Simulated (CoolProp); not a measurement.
Vapour-liquid equilibrium of propane (1) + cyclopropane (2) at 1550 kPa; x and y are mole fractions of (1).

The numbers come from the multi-fluid Helmholtz-energy mixture model, Lemmon 2009 and Polt 1992; pair parameters Bell 2016 in CoolProp. This equation is an older, rougher fit; its heat capacities, sound speeds and derivatives of the liquid may be far off and weren't checked against measurements.

```tsv
x	bubble temperature, mixture model (K)	bubble temperature, Raoult's law (K)	y, mixture model	y, Raoult's law
0.05	328.3	328.8	0.067	0.062
0.2	325.4	327.1	0.248	0.240
0.35	323.0	325.4	0.405	0.406
0.5	321.2	323.7	0.547	0.560
0.65	319.8	322.1	0.680	0.703
0.8	319.0	320.6	0.812	0.836
0.95	318.6	319.1	0.950	0.960
```

The largest gap from Raoult's law is -2.5 K in bubble temperature, at x = 0.5. No azeotrope shows between x = 0.05 and 0.95.

The pair parameters rest on a limited set of measurements; away from them the model extrapolates.
